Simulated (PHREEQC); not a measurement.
Consider water at 13 °C with 0.11 mol NH4HF2, 0.0025 mol H2SiF6, 0.098 mol H3AsO4 and 3.7e-05 mol HCl per kg of water. Closed to the air; pH follows from the charge balance.

All values are PHREEQC results (ion-association model, wateq4f.dat), not measurements.

Each row changes one thing in this solution. This is a speciation only: nothing precipitates in the calculation.

```json
[
 {"case": "as made", "pH": "2.47", "ionic strength (mol/kgw)": "0.117", "HF (mol/kgw)": "0.0947", "H2AsO4- (mol/kgw)": "0.0674", "H2F2 (mol/kgw)": "0.0366", "F- (mol/kgw)": "0.0313", "SI of Quartz (SiO2)": "-9.92"},
 {"case": "NH4HF2 from 0.11 to 0.121 mol/kgw", "pH": "2.52", "ionic strength (mol/kgw)": "0.127", "HF (mol/kgw)": "0.0990", "H2AsO4- (mol/kgw)": "0.0698", "H2F2 (mol/kgw)": "0.0401", "F- (mol/kgw)": "0.0369", "SI of Quartz (SiO2)": "-10.15"},
 {"case": "HCl from 3.7e-05 to 0.000185 mol/kgw", "pH": "2.47", "ionic strength (mol/kgw)": "0.117", "HF (mol/kgw)": "0.0947", "H2AsO4- (mol/kgw)": "0.0673", "H2F2 (mol/kgw)": "0.0366", "F- (mol/kgw)": "0.0312", "SI of Quartz (SiO2)": "-9.92"},
 {"case": "NH4HF2 left out", "pH": "1.64", "ionic strength (mol/kgw)": "0.0281", "HF (mol/kgw)": "0.00297", "H2AsO4- (mol/kgw)": "0.0220", "H2F2 (mol/kgw)": "3.52e-5", "F- (mol/kgw)": "0.000126", "SI of Quartz (SiO2)": "+0.89"},
 {"case": "diluted 5-fold with water", "pH": "2.56", "ionic strength (mol/kgw)": "0.0256", "HF (mol/kgw)": "0.0270", "H2AsO4- (mol/kgw)": "0.0138", "H2F2 (mol/kgw)": "0.00291", "F- (mol/kgw)": "0.00944", "SI of Quartz (SiO2)": "-7.28"}
]
```

Some of these states are supersaturated (in Quartz (slow to form), Chalcedony (slow to form), for instance). wateq4f.dat counts part of the HF as a dimer, H2F2, which phreeqc.dat doesn't know; its constant is uncertain. Away from 25 °C the constants follow the database's enthalpies or fits; those with neither stay at their 25 °C values. SiF6-2 is the database's only silicon fluoride.
